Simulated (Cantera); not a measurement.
An adiabatic, constant-pressure homogeneous reactor starts with 15.4 % CH₄, 14.6 % O₂, 55.1 % N₂, 14.9 % H₂O, equivalence ratio 2.1, at 1450 K and 1.00 bar.

Detailed kinetics in Cantera: GRI-Mech 3.0 (53 species, 325 reactions).

One state of this run: T (K) = 1460; x CH₄ = 0.150; x O₂ = 0.145; x H₂O = 0.151; x NO = <1e-12; x CH₂CO = 2.56e-6; x C₂H₆ = 0.000667; x C₂H₄ = 0.000174. x: mole fraction; the columns are a selection and need not sum to one.

Which value of t (s) does it belong to?
(A) 0.00200
(B) 0.00592
(C) 0.0520
(D) 4.00

A, 0.00200
